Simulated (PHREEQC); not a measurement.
Copper plating or etch bath: speciation

A solution holds 0.014 mol/kgw Cu(NO3)2, 0.004 mol/kgw HCl and 0.089 mol/kgw NaCl, at 25 °C and 500 atm. Closed to the air; pH follows from the charge balance.

The numbers come from PHREEQC with the ion-association model, phreeqc.dat.

This is a speciation only: nothing precipitates in the calculation.

Q: Predict the pH, density.

A: pH 2.48; density 1.024 g/cm³.

Q: In which forms is Cl present?

A: Cl- 99 %, CuCl+ 1.2 % of the Cl.

Under pressure, the constants of complexes without a molar volume in the database are unreliable.
